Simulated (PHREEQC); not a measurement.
Consider water at 25 °C with 0.028 mol/kgw HF and 7.7e-05 mol/kgw KF. Closed to the air; pH follows from the charge balance.

Computed with PHREEQC (ion-association model, wateq4f.dat).

Each row changes one thing in this solution. Precipitation was switched off in this run.

| case | pH | ionic strength (mol/kgw) | HF (mol/kgw) | F- (mol/kgw) | H2F2 (mol/kgw) | HF2- (mol/kgw) |
|---|---|---|---|---|---|---|
| as made | 2.41 | 0.00422 | 0.0212 | 0.00391 | 0.00117 | 0.000318 |
| KF replaced by KOH at the same molality | 2.41 | 0.00422 | 0.0211 | 0.00390 | 0.00117 | 0.000317 |
| temperature from 25 to 65 °C | ___ | 0.00309 | 0.0240 | 0.00279 | 0.000322 | 0.000295 |
| KF replaced by NaBF4 at the same molality | 2.41 | 0.00426 | 0.0212 | 0.00387 | 0.00117 | 0.000315 |
| 0.0021 mol/kgw PbCl2 added | ___ | 0.0101 | 0.0210 | 0.00397 | 0.00116 | 0.000322 |
| KF left out | 2.41 | 0.00418 | 0.0212 | 0.00387 | 0.00117 | 0.000314 |
| KF from 7.7e-05 to 1.54e-05 mol/kgw | 2.41 | 0.00419 | 0.0212 | 0.00387 | 0.00117 | 0.000315 |
| 0.0041 mol/kgw NaHCO3 added | ___ | 0.00661 | 0.0191 | 0.00615 | 0.000952 | 0.000452 |

Task: Complete the blanks.

Result: 
- temperature from 25 to 65 °C, pH: 2.55
- 0.0021 mol/kgw PbCl2 added, pH: 2.40
- 0.0041 mol/kgw NaHCO3 added, pH: 2.65

Species that the database lacks are ignored. Some of these states are supersaturated (in Matlockite, for instance). wateq4f.dat counts part of the HF as a dimer, H2F2, which phreeqc.dat doesn't know; its constant is uncertain. Away from 25 °C the constants follow the database's enthalpies or fits; those with neither stay at their 25 °C values.
